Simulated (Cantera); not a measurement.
An isothermal, constant-pressure homogeneous reactor starts with NO : N2 = 1 : 1.2 (molar parts), at 2100 K and 0.140 bar. Integrator tolerance rtol = 1e-08.

Computed with Cantera and GRI-Mech 3.0 (53 species, 325 reactions).

Problem. What does this change do: NO 1 to 0.55 parts?

Solution. 
```tsv
quantity	before	after
x(NO) at 1.00 s	0.199 (gas-phase equilibrium 0.0101)	0.167 (gas-phase equilibrium 0.00876)
x(O2) at 1.00 s	0.127 (gas-phase equilibrium 0.221)	0.0728 (gas-phase equilibrium 0.152)
x(NO2) at 1.00 s	8.51e-5 (gas-phase equilibrium 5.70e-6)	5.44e-5 (gas-phase equilibrium 4.09e-6)
x(O) at 1.00 s	0.00136 (gas-phase equilibrium 0.00176)	0.00104 (gas-phase equilibrium 0.00146)
x(N2O) at 1.00 s	1.47e-5 (gas-phase equilibrium 2.09e-7)	1.11e-5 (gas-phase equilibrium 1.89e-7)
x(N2) at 1.00 s	0.672 (gas-phase equilibrium 0.767)	0.759 (gas-phase equilibrium 0.838)
```

Problem. What does this change do: temperature 2100 to 2025 K?

Solution. 
```
quantity                                           before                                     after
----------------  ---------------------------------------  ----------------------------------------
x(NO) at 1.00 s      0.199 (gas-phase equilibrium 0.0101)     0.321 (gas-phase equilibrium 0.00836)
x(O2) at 1.00 s       0.127 (gas-phase equilibrium 0.221)      0.0661 (gas-phase equilibrium 0.222)
x(NO2) at 1.00 s  8.51e-5 (gas-phase equilibrium 5.70e-6)  0.000112 (gas-phase equilibrium 5.32e-6)
x(O) at 1.00 s    0.00136 (gas-phase equilibrium 0.00176)  0.000596 (gas-phase equilibrium 0.00103)
x(N2O) at 1.00 s  1.47e-5 (gas-phase equilibrium 2.09e-7)   4.04e-5 (gas-phase equilibrium 1.73e-7)
x(N2) at 1.00 s       0.672 (gas-phase equilibrium 0.767)       0.612 (gas-phase equilibrium 0.768)
```

Problem. What does this change do: temperature 2100 to 1425 K?

Solution. 
```
quantity                                           before                                    after
----------------  ---------------------------------------  ---------------------------------------
x(NO) at 1.00 s      0.199 (gas-phase equilibrium 0.0101)   0.454 (gas-phase equilibrium 0.000860)
x(O2) at 1.00 s       0.127 (gas-phase equilibrium 0.221)    3.11e-5 (gas-phase equilibrium 0.227)
x(NO2) at 1.00 s  8.51e-5 (gas-phase equilibrium 5.70e-6)  8.10e-5 (gas-phase equilibrium 2.27e-6)
x(O) at 1.00 s    0.00136 (gas-phase equilibrium 0.00176)  1.64e-7 (gas-phase equilibrium 1.78e-6)
x(N2O) at 1.00 s  1.47e-5 (gas-phase equilibrium 2.09e-7)  4.89e-5 (gas-phase equilibrium 2.00e-8)
x(N2) at 1.00 s       0.672 (gas-phase equilibrium 0.767)      0.546 (gas-phase equilibrium 0.772)
```
